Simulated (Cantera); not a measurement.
A Cantera script and what it prints.

```python
import numpy as np
import cantera as ct

gas_names = """
    H HO2 H2 H2O H2O2 O OH O2 O3 Pb PbO Pb2
""".split()
cond_names = """
    H2O(s) H2O(L) Pb(cr) Pb(L) PbO(rd) PbO(yw) PbO(L) PbO2(s) Pb3O4(s)
""".split()


# ... load() reads the species with a 1 bar reference pressure and builds the phases ...
atoms = {
    'PbO': {'Pb': 1, 'O': 1},
    'H2': {'H': 2},
}
top_T = {'Pb3O4(s)': 820}  # K; cautious upper limits of use, not melting points


# ... equilibrate(T, P, feed) seeds the gas with the atoms and calls Mixture.equilibrate('TP', solver="vcs", rtol=1e-11, max_steps=5000) ...
results = []
feed = {'PbO': 1, 'H2': 68}  # mol
P = 13332.2  # Pa
for T in [698, 773, 848, 923, 998, 1073, 1148, 1223, 1298, 1373, 1448, 1523, 1598, 1673]:
    mix = equilibrate(T, P, feed)
    results.append((T, P, feed, dict(zip(mix.species_names, mix.species_moles))))

top = {s: max(r[3][s] / sum(r[3][g] for g in gas_names) for r in results) for s in gas_names}
cols = sorted((s for s in top if top[s] > 1e-06), key=lambda s: -top[s])[:9]
seen = [c for c in cond_names if any(r[3].get(c, 0) > 1e-12 for r in results)]
print("log10 of partial pressures in bar; condensed amounts in mol")
print(f"{'T/K':>10s}" + "".join(f"{s[:9]:>10s}" for s in cols + seen))
for T, P, feed, n in results:
    ng = sum(n[g] for g in gas_names)
    print(f"{T:10.4g}" + "".join(f"{np.log10(max(n[s] / ng * P / 1e5, 1e-99)):10.3f}" for s in cols)
          + "".join(f"{n.get(c, 0):10.4g}" for c in seen))
```

Result:

```
log10 of partial pressures in bar; condensed amounts in mol
       T/K        H2       H2O        Pb         H       Pb2     Pb(L)
       698    -0.882    -2.708    -8.993   -14.085   -17.349         1
       773    -0.882    -2.708    -7.637   -12.483   -15.067         1
       848    -0.882    -2.708    -6.524   -11.161   -13.198    0.9998
       923    -0.882    -2.708    -5.596   -10.052   -11.641    0.9987
       998    -0.882    -2.708    -4.810    -9.108   -10.325    0.9921
      1073    -0.882    -2.708    -4.136    -8.294    -9.198    0.9627
      1148    -0.882    -2.709    -3.553    -7.586    -8.223    0.8568
      1223    -0.884    -2.711    -3.042    -6.964    -7.371    0.5339
      1298    -0.888    -2.714    -2.714    -6.414    -6.865         0
      1373    -0.888    -2.714    -2.714    -5.921    -6.999         0
      1448    -0.888    -2.714    -2.714    -5.479    -7.119         0
      1523    -0.888    -2.714    -2.714    -5.080    -7.228         0
      1598    -0.888    -2.714    -2.714    -4.718    -7.327         0
      1673    -0.888    -2.714    -2.714    -4.388    -7.418         0
```

Method: chemical equilibrium by Gibbs-energy minimisation in Cantera with the NASA 1993 tables (ideal gas, pure condensed phases).
